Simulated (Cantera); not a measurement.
## Calcination and drying: CaCO3 + H2 + CO2 + CH4

Charge: 1 mol CaCO3, 2.7 mol H2, 1.6 mol CO2, 0.076 mol CH4, held at 18.0 Pa.

These are equilibrium values from Cantera (NASA tables, ideal gas, pure condensed phases), not measurements of a reactor. Candidate condensed phases: C, C6H6, C7H8, C8H18, Ca, CaCO3, CaO, Ca(OH)2, H2O; 115 gas species. Rates play no part.

From 1198 K to 2173 K the condensed part is CaO(s).

```json
[
 {"T (K)": "1198", "x CO": "0.282", "x H2O": "0.255", "x H2": "0.261", "x CO2": "0.202", "x H": "7.24e-6", "x OH": "5.58e-8", "x O": "1.59e-12", "x O2": "<1e-12", "n CaO(s)": "1.00"},
 {"T (K)": "1273", "x CO": "0.294", "x H2O": "0.267", "x H2": "0.249", "x CO2": "0.190", "x H": "2.65e-5", "x OH": "3.27e-7", "x O": "3.40e-11", "x O2": "1.80e-11", "n CaO(s)": "1.00"},
 {"T (K)": "1348", "x CO": "0.304", "x H2O": "0.277", "x H2": "0.239", "x CO2": "0.180", "x H": "8.43e-5", "x OH": "1.57e-6", "x O": "5.18e-10", "x O2": "2.90e-10", "n CaO(s)": "1.00"},
 {"T (K)": "1423", "x CO": "0.313", "x H2O": "0.285", "x H2": "0.230", "x CO2": "0.171", "x H": "0.000238", "x OH": "6.39e-6", "x O": "5.93e-9", "x O2": "3.49e-9", "n CaO(s)": "1.00"},
 {"T (K)": "1498", "x CO": "0.320", "x H2O": "0.293", "x H2": "0.223", "x CO2": "0.164", "x H": "0.000604", "x OH": "2.26e-5", "x O": "5.31e-8", "x O2": "3.26e-8", "n CaO(s)": "1.000"},
 {"T (K)": "1573", "x CO": "0.327", "x H2O": "0.299", "x H2": "0.216", "x CO2": "0.157", "x H": "0.00141", "x OH": "7.05e-5", "x O": "3.87e-7", "x O2": "2.47e-7", "n CaO(s)": "1.000"},
 {"T (K)": "1648", "x CO": "0.332", "x H2O": "0.305", "x H2": "0.209", "x CO2": "0.151", "x H": "0.00303", "x OH": "0.000199", "x O": "2.35e-6", "x O2": "1.56e-6", "n CaO(s)": "1.000"},
 {"T (K)": "1723", "x CO": "0.336", "x H2O": "0.308", "x H2": "0.202", "x CO2": "0.146", "x H": "0.00612", "x OH": "0.000511", "x O": "1.23e-5", "x O2": "8.37e-6", "n CaO(s)": "1.000"},
 {"T (K)": "1798", "x CO": "0.339", "x H2O": "0.311", "x H2": "0.195", "x CO2": "0.142", "x H": "0.0116", "x OH": "0.00121", "x O": "5.58e-5", "x O2": "3.93e-5", "n CaO(s)": "1.000"},
 {"T (K)": "1873", "x CO": "0.341", "x H2O": "0.310", "x H2": "0.187", "x CO2": "0.137", "x H": "0.0208", "x OH": "0.00268", "x O": "0.000225", "x O2": "0.000163", "n CaO(s)": "1.000"},
 {"T (K)": "1948", "x CO": "0.340", "x H2O": "0.306", "x H2": "0.178", "x CO2": "0.133", "x H": "0.0355", "x OH": "0.00552", "x O": "0.000817", "x O2": "0.000609", "n CaO(s)": "0.999"},
 {"T (K)": "2023", "x CO": "0.338", "x H2O": "0.294", "x H2": "0.167", "x CO2": "0.127", "x H": "0.0578", "x OH": "0.0106", "x O": "0.00267", "x O2": "0.00203", "n CaO(s)": "0.996"},
 {"T (K)": "2098", "x CO": "0.333", "x H2O": "0.270", "x H2": "0.155", "x CO2": "0.118", "x H": "0.0902", "x OH": "0.0187", "x O": "0.00778", "x O2": "0.00580", "n CaO(s)": "0.988"},
 {"T (K)": "2173", "x CO": "0.324", "x H2O": "0.229", "x H2": "0.142", "x CO2": "0.101", "x H": "0.135", "x OH": "0.0293", "x O": "0.0197", "x O2": "0.0135", "n CaO(s)": "0.963"}
]
```
x: gas mole fraction; n: condensed amount in mol.
